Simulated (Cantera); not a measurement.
## Pyrogenic steam for wet oxidation

An isothermal, constant-pressure homogeneous reactor starts with H2 : O2 : N2 = 1.5 : 1 : 0.82 (molar parts), at 825 K and 1.00 bar.

Detailed kinetics in Cantera: the H2/O2 subset of GRI-Mech 3.0, which has no nitrogen chemistry. Below about 950 K walls govern HO2 and H2O2 in real vessels. The temperature is held fixed by assumption; the heat of reaction is taken as removed at once.

```tsv
t (s)	x H2	x O2	x H2O2	x HO2	x H	x OH
0.000200	0.452	0.301	<1e-12	1.30e-10	<1e-12	<1e-12
0.000498	0.452	0.301	2.20e-12	3.25e-10	<1e-12	<1e-12
0.00124	0.452	0.301	1.34e-11	8.11e-10	<1e-12	<1e-12
0.00308	0.452	0.301	8.32e-11	2.03e-9	<1e-12	<1e-12
0.00767	0.452	0.301	5.23e-10	5.13e-9	1.17e-12	<1e-12
0.0191	0.452	0.301	3.30e-9	1.32e-8	1.78e-12	<1e-12
0.0475	0.452	0.301	2.16e-8	3.64e-8	3.57e-12	<1e-12
0.118	0.452	0.301	1.60e-7	1.21e-7	1.06e-11	<1e-12
0.294	0.452	0.301	1.67e-6	5.58e-7	5.22e-11	1.85e-12
0.733	0.452	0.301	1.75e-5	1.80e-6	2.47e-10	1.42e-11
1.82	0.452	0.301	0.000140	4.87e-6	1.28e-9	1.03e-10
4.54	0.447	0.299	0.000994	1.27e-5	7.19e-9	7.41e-10
11.3	0.409	0.281	0.00245	2.02e-5	1.31e-8	2.13e-9
28.1	0.275	0.220	0.00211	2.10e-5	8.69e-9	3.23e-9
70.0	0.0561	0.122	0.000461	1.14e-5	2.43e-9	4.40e-9
```
x: mole fraction; the columns are a selection and need not sum to one.

Equilibrium at this temperature and pressure: H2 <1e-12, O2 0.0973, H2O2 3.42e-11, HO2 4.25e-11, H <1e-12, OH 3.65e-9 (gas phase only).
